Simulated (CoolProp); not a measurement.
Vapour-liquid equilibrium of R125 (1) + R115 (2) at 277.6 K; x and y are mole fractions of (1).

Model: multi-fluid Helmholtz-energy mixture model, Lemmon 2005 and Lemmon 2016; pair parameters Bell 2016, in CoolProp.

```csv
x,bubble pressure (MPa),y at the bubble point,dew pressure at overall composition x (MPa),liquid density (mol/L)
0.05,0.5416,0.101,0.5232,8.985
0.15,0.6016,0.256,0.5597,9.095
0.25,0.6495,0.372,0.5990,9.219
0.35,0.6878,0.466,0.6403,9.359
0.45,___,0.547,0.6814,___
0.55,0.7423,0.622,0.7192,___
0.65,0.7602,0.696,0.7497,9.896
0.75,0.7722,0.771,0.7696,10.12
0.85,0.7776,0.852,0.7775,10.38
0.95,0.7749,0.946,0.7747,10.67
```

Problem. Fill in the missing entries.

Solution. 
- 0.45, bubble pressure (MPa): 0.7183
- 0.45, liquid density (mol/L): 9.516
- 0.55, liquid density (mol/L): 9.694

y crosses x between x = 0.85 and 0.95: the model has an azeotrope there.

The pair parameters rest on a limited set of measurements; away from them the model extrapolates.
